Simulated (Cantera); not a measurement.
A closed system holds: 1 mol Si, 0.19 mol H₂O, 0.27 mol H₂, equilibrated at 1 atm.

These are equilibrium values from Cantera (NASA tables, ideal gas, pure condensed phases), not measurements of a reactor. Candidate condensed phases: H₂O, Si, SiO₂; 18 gas species. Mutual solubility and eutectic melting of coexisting phases are not modelled. The numbers say what is thermodynamically allowed, not how fast it happens.

log p: log10 of the partial pressure in bar; n: condensed amount in mol.

| T (K) | log p H₂ | log p SiH₄ | log p H | log p SiO | n Si(s) | n SiO₂(α-quartz) | n SiO₂(β-quartz) |
|---|---|---|---|---|---|---|---|
| 773 | 0.01 | -6.73 | <-11 | <-11 | 0.905 | 0.0950 | 0 |
| 823 | 0.01 | -6.64 | [?] | <-11 | 0.905 | 0.0950 | 0 |
| 873 | 0.01 | -6.55 | [?] | -11.93 | 0.905 | 0 | 0.0950 |
| 923 | 0.01 | -6.47 | [?] | -10.80 | 0.905 | 0 | 0.0950 |
| 973 | 0.01 | -6.41 | [?] | -9.79 | 0.905 | 0 | 0.0950 |
| 1023 | 0.01 | -6.35 | [?] | -8.88 | 0.905 | 0 | 0.0950 |
| 1073 | 0.01 | -6.29 | [?] | -8.05 | 0.905 | 0 | 0.0950 |

Problem. Complete the blanks.

Solution. 
- 823, log p H: -11.13
- 873, log p H: -10.33
- 923, log p H: -9.61
- 973, log p H: -8.96
- 1023, log p H: -8.38
- 1073, log p H: -7.85
